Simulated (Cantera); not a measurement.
Stirred combustor or abatement burner

A perfectly stirred reactor is fed with CH4 : O2 : N2 = 1 : 2.78 : 10.4 (molar parts), at 47000 Pa; it is adiabatic with a 575 K inlet, and is followed from long to short residence time, starting on the burning branch (τ in s: 0.047, 0.02, 0.0088, 0.0038, 0.0017, 0.00072, 0.00031, 0.00013, 5.8e-05, 2.5e-05, 1.1e-05).

Detailed kinetics in Cantera: GRI-Mech 3.0 (53 species, 325 reactions).

```json
[
 {"τ (s)": "0.047", "T (K)": "2042", "x CH4": "1.01e-5", "x O2": "0.0551", "x C2H2": "4.10e-10", "x HO2": "1.72e-6", "x H": "0.000341", "x C2H4": "5.96e-10", "x HCN": "3.98e-8"},
 {"τ (s)": "0.020", "T (K)": "2018", "x CH4": "1.79e-5", "x O2": "0.0556", "x C2H2": "7.72e-10", "x HO2": "2.26e-6", "x H": "0.000668", "x C2H4": "1.34e-9", "x HCN": "4.39e-8"},
 {"τ (s)": "0.0088", "T (K)": "1983", "x CH4": "3.14e-5", "x O2": "0.0565", "x C2H2": "1.36e-9", "x HO2": "3.22e-6", "x H": "0.00127", "x C2H4": "2.80e-9", "x HCN": "5.24e-8"},
 {"τ (s)": "0.0038", "T (K)": "1936", "x CH4": "5.74e-5", "x O2": "0.0577", "x C2H2": "2.55e-9", "x HO2": "4.79e-6", "x H": "0.00234", "x C2H4": "6.27e-9", "x HCN": "6.83e-8"},
 {"τ (s)": "0.0017", "T (K)": "1880", "x CH4": "0.000108", "x O2": "0.0593", "x C2H2": "5.36e-9", "x HO2": "7.01e-6", "x H": "0.00387", "x C2H4": "1.54e-8", "x HCN": "9.34e-8"},
 {"τ (s)": "0.00072", "T (K)": "1810", "x CH4": "0.000230", "x O2": "0.0618", "x C2H2": "1.50e-8", "x HO2": "1.05e-5", "x H": "0.00587", "x C2H4": "5.03e-8", "x HCN": "1.37e-7"},
 {"τ (s)": "0.00031", "T (K)": "1734", "x CH4": "0.000555", "x O2": "0.0662", "x C2H2": "5.90e-8", "x HO2": "1.68e-5", "x H": "0.00743", "x C2H4": "2.28e-7", "x HCN": "2.20e-7"},
 {"τ (s)": "0.00013", "T (K)": "1625", "x CH4": "0.00210", "x O2": "0.0777", "x C2H2": "6.54e-7", "x HO2": "4.16e-5", "x H": "0.00628", "x C2H4": "3.00e-6", "x HCN": "4.75e-7"},
 {"τ (s)": "5.8e-5", "T (K)": "575", "x CH4": "0.0705", "x O2": "0.196", "x C2H2": "<1e-12", "x HO2": "<1e-12", "x H": "<1e-12", "x C2H4": "<1e-12", "x HCN": "<1e-12"},
 {"τ (s)": "2.5e-5", "T (K)": "575", "x CH4": "0.0705", "x O2": "0.196", "x C2H2": "<1e-12", "x HO2": "<1e-12", "x H": "<1e-12", "x C2H4": "<1e-12", "x HCN": "<1e-12"},
 {"τ (s)": "1.1e-5", "T (K)": "575", "x CH4": "0.0705", "x O2": "0.196", "x C2H2": "<1e-12", "x HO2": "<1e-12", "x H": "<1e-12", "x C2H4": "<1e-12", "x HCN": "<1e-12"}
]
```
x: mole fraction; the columns are a selection and need not sum to one.
